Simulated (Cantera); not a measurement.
A perfectly stirred reactor is fed with CO : H₂ : O₂ : N₂ : H₂O = 1 : 0.063 : 1.16 : 4.34 : 0.2 (molar parts), at 18.0 bar; it is adiabatic with a 400 K inlet, and is followed from long to short residence time, starting on the burning branch (τ in s: 0.41, 0.15, 0.058, 0.022, 0.0084, 0.0032, 0.0012, 0.00046, 0.00017, 6.5e-05, 2.5e-05).

Computed with Cantera and GRI-Mech 3.0 (53 species, 325 reactions). The hydrogen kinetics of GRI-Mech 3.0 are dated; newer H2 mechanisms differ, most at raised pressure. The pressure lies above the range GRI-Mech 3.0 was tuned for (to about 10 atm).

x: mole fraction; the columns are a selection and need not sum to one.

```tsv
τ (s)	T (K)	x CO	x H₂	x O₂	x OH	x NO	x H₂O
0.41	1709	7.59e-5	[?]	0.101	0.000119	2.07e-5	0.0421
0.15	1708	0.000166	[?]	0.101	0.000138	1.30e-5	0.0421
0.058	1707	0.000341	[?]	0.101	0.000169	1.05e-5	0.0421
0.022	1704	0.000699	[?]	0.101	0.000212	1.00e-5	0.0421
0.0084	1699	0.00142	[?]	0.101	0.000268	1.02e-5	0.0420
0.0032	1687	0.00294	[?]	0.102	0.000332	1.01e-5	0.0419
0.0012	1661	0.00650	[?]	0.104	0.000380	8.20e-6	0.0418
0.00046	400	0.148	0.00932	0.172	<1e-12	<1e-12	0.0296
0.00017	400	0.148	0.00932	0.172	<1e-12	<1e-12	0.0296
6.5e-5	400	0.148	0.00932	0.172	<1e-12	<1e-12	0.0296
2.5e-5	400	0.148	0.00932	0.172	<1e-12	<1e-12	0.0296
```

Task: What belongs in the gaps?

Result: 
- 0.41, x H₂: 1.53e-6
- 0.15, x H₂: 2.65e-6
- 0.058, x H₂: 4.82e-6
- 0.022, x H₂: 9.15e-6
- 0.0084, x H₂: 1.76e-5
- 0.0032, x H₂: 3.43e-5
- 0.0012, x H₂: 7.01e-5
